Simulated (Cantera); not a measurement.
Input: 1 mol NaOH, 3.5 mol CO2, equilibrated at 101000 Pa.

Cantera equilibrium calculation (NASA polynomials, part measured and part estimated; ideal gas, pure solids and liquids). Candidate condensed phases: C, C6H6, C7H8, C8H18, H2O, Na, NaOH, NaO2, Na2CO3, Na2O, Na2O2; 117 gas species. Rates play no part.

### Question
Which condensed phases are stable at each of these points (T (°C)): 500, 600, 700, 800, 900, 1000, 1100, 1200, 1300, 1400, 1500, 1600?

### Answer
```csv
T (°C),condensed phases,Na condensed (%)
500,Na2CO3(s),100.0
600,Na2CO3(s),100.0
700,Na2CO3(s),100.0
800,Na2CO3(s),100.0
900,Na2CO3(l),100.0
1000,Na2CO3(l),100.0
1100,Na2CO3(l),99.8
1200,Na2CO3(l),99.2
1300,Na2CO3(l),97.1
1400,Na2CO3(l),90.9
1500,Na2CO3(l),75.5
1600,Na2CO3(l),42.4
```

From 500 °C to 800 °C the condensed part is Na2CO3(s). From 900 °C to 1600 °C the condensed part is Na2CO3(l).
